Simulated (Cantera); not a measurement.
Feed: 1 mol CO, 2.9 mol H₂O, 0.45 mol N₂, at 0.133 bar.

Method: chemical equilibrium by Gibbs-energy minimisation in Cantera with the NASA 1993 tables (ideal gas, pure condensed phases). Candidate condensed phases: C, C₆H₆, C₇H₈, C₈H₁₈, H₂O; 136 gas species. Kinetics and transport are ignored. All values below are at 1923 K.

Base state: H₂O 0.547, CO₂ 0.119, H₂ 0.119, CO 0.111, N₂ 0.103, H 0.000889, OH 0.000353 (mole fractions); condensed: gas only.

Question: What changes in the equilibrium state with this change: CO replaced by C₂H₆?

Answer: 
```
species    before    after
-------  --------  -------
H₂          0.119    0.606
CO          0.111    0.231
H₂O         0.547   0.0989
CO₂         0.119  0.00876
N₂          0.103   0.0538
OH       0.000353  2.82e-5
H        0.000889  0.00201
```
